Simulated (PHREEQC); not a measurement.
0.17 g of hydrous ferric oxide (600 m²/g; 0.2 weak and 0.005 strong sites per Fe, Dzombak-Morel constants, diffuse double layer) in 1 kg of water with 0.005 mol/kgw of an inert sodium salt and 0.00047 mol/kgw Na2HAsO4, at 25 °C; the pH is set by adding NaOH or the inert anion's acid. Oxygen alone is held at its pressure in air (log pO2 = -0.68). CO2 from the air is kept out. Nothing may precipitate in this run.

Base run: PHREEQC, ion-association model, wateq4f.dat. Each further column changes one thing. The table gives As sorbed (%).

| pH | base | background salt from 0.005 to 0.0005 mol/kgw | oxide from 0.17 to 0.85 g/kgw | 0.00012 mol/kgw ZnSO4 added |
|---|---|---|---|---|
| 4 | 79.3 | 79.6 | 100.0 | 79.3 |
| 4.75 | 77.2 | 77.3 | 100.0 | 77.2 |
| 5.12 | 75.5 | … | 100.0 | 75.5 |
| 5.88 | 70.2 | 70.1 | 100.0 | 70.1 |
| 6.25 | 66.6 | 66.4 | 100.0 | 66.1 |
| 7 | 57.0 | 56.7 | 100.0 | 53.5 |
| 7.75 | 45.7 | … | … | 43.7 |
| 8.12 | 39.4 | 39.2 | 97.9 | 38.2 |
| 8.88 | 21.8 | 21.7 | 77.9 | … |
| 9.25 | 14.9 | 14.5 | 60.6 | 18.0 |
| 10 | 7.4 | … | … | … |

Some entries are withheld; supply them.


- 5.12, background salt from 0.005 to 0.0005 mol/kgw: 75.6
- 7.75, background salt from 0.005 to 0.0005 mol/kgw: 45.4
- 7.75, oxide from 0.17 to 0.85 g/kgw: 99.5
- 8.88, 0.00012 mol/kgw ZnSO4 added: 23.2
- 10, background salt from 0.005 to 0.0005 mol/kgw: 6.5
- 10, oxide from 0.17 to 0.85 g/kgw: 33.4
- 10, 0.00012 mol/kgw ZnSO4 added: 12.7

 The database has no arsenate complexes of Zn.
